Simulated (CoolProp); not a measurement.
Octamethyltrisiloxane (MDM) along the isobar 6140 kPa: Z from the reference equation and from simpler models built on Tc = 565.4 K, pc = 1438 kPa, ω = 0.528; each cubic takes its own stable root.

Model: reference Helmholtz-energy equation of state, Thol 2017, in CoolProp.

```json
[
 {"T (K)": "315.6", "phase": "liquid", "reference": "0.6857", "van der Waals": "1.140", "Redlich-Kwong": "0.7908", "Soave-Redlich-Kwong": "0.7586", "Peng-Robinson": "0.6764"},
 {"T (K)": "323.4", "phase": "liquid", "reference": "0.6754", "van der Waals": "1.118", "Redlich-Kwong": "0.7774", "Soave-Redlich-Kwong": "0.7450", "Peng-Robinson": "0.6641"},
 {"T (K)": "331.1", "phase": "liquid", "reference": "0.6659", "van der Waals": "1.098", "Redlich-Kwong": "0.7651", "Soave-Redlich-Kwong": "0.7324", "Peng-Robinson": "0.6527"},
 {"T (K)": "338.9", "phase": "liquid", "reference": "0.6567", "van der Waals": "1.079", "Redlich-Kwong": "0.7533", "Soave-Redlich-Kwong": "0.7204", "Peng-Robinson": "0.6419"},
 {"T (K)": "346.6", "phase": "liquid", "reference": "0.6483", "van der Waals": "1.061", "Redlich-Kwong": "0.7423", "Soave-Redlich-Kwong": "0.7093", "Peng-Robinson": "0.6318"},
 {"T (K)": "354.4", "phase": "liquid", "reference": "0.6403", "van der Waals": "1.044", "Redlich-Kwong": "0.7319", "Soave-Redlich-Kwong": "0.6987", "Peng-Robinson": "0.6223"},
 {"T (K)": "362.1", "phase": "liquid", "reference": "0.6328", "van der Waals": "1.027", "Redlich-Kwong": "0.7222", "Soave-Redlich-Kwong": "0.6890", "Peng-Robinson": "0.6135"},
 {"T (K)": "369.9", "phase": "liquid", "reference": "0.6258", "van der Waals": "1.012", "Redlich-Kwong": "0.7130", "Soave-Redlich-Kwong": "0.6797", "Peng-Robinson": "0.6051"},
 {"T (K)": "377.6", "phase": "liquid", "reference": "0.6192", "van der Waals": "0.9968", "Redlich-Kwong": "0.7045", "Soave-Redlich-Kwong": "0.6712", "Peng-Robinson": "0.5974"},
 {"T (K)": "385.4", "phase": "liquid", "reference": "0.6130", "van der Waals": "0.9825", "Redlich-Kwong": "0.6963", "Soave-Redlich-Kwong": "0.6631", "Peng-Robinson": "0.5902"},
 {"T (K)": "393.1", "phase": "liquid", "reference": "0.6074", "van der Waals": "0.9691", "Redlich-Kwong": "0.6888", "Soave-Redlich-Kwong": "0.6558", "Peng-Robinson": "0.5835"},
 {"T (K)": "400.9", "phase": "liquid", "reference": "0.6020", "van der Waals": "0.9562", "Redlich-Kwong": "0.6817", "Soave-Redlich-Kwong": "0.6488", "Peng-Robinson": "0.5773"},
 {"T (K)": "408.6", "phase": "liquid", "reference": "0.5971", "van der Waals": "0.9440", "Redlich-Kwong": "0.6752", "Soave-Redlich-Kwong": "0.6425", "Peng-Robinson": "0.5716"},
 {"T (K)": "416.4", "phase": "liquid", "reference": "0.5925", "van der Waals": "0.9323", "Redlich-Kwong": "0.6690", "Soave-Redlich-Kwong": "0.6366", "Peng-Robinson": "0.5663"}
]
```
